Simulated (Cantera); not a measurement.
Input: 1 mol CH3Cl, 0.041 mol H2, held at 1327 °C and 24.0 Pa.

These are equilibrium values from Cantera (NASA tables, ideal gas, pure condensed phases), not measurements of a reactor. Candidate condensed phases: C, C6H6, C7H8, C8H18; 91 gas species. Equilibrium is a limit: real reactors are often held back by kinetics, nucleation or transport.

Base state: H2 0.509, HCl 0.487, H 0.00250, Cl 0.00190, C2H2 (acetylene) 1.40e-5 (mole fractions); condensed: C(graphite).

Problem. What changes in the equilibrium state with this change: H2 from 0.041 to 9.1 mol?

Solution. 
```tsv
species	before	after
H2	0.509	0.907
HCl	0.487	0.0897
H	0.00250	0.00334
Cl	0.00190	0.000261
C2H2 (acetylene)	1.40e-5	2.49e-5
C(graphite), mol	1.000	0.999
```
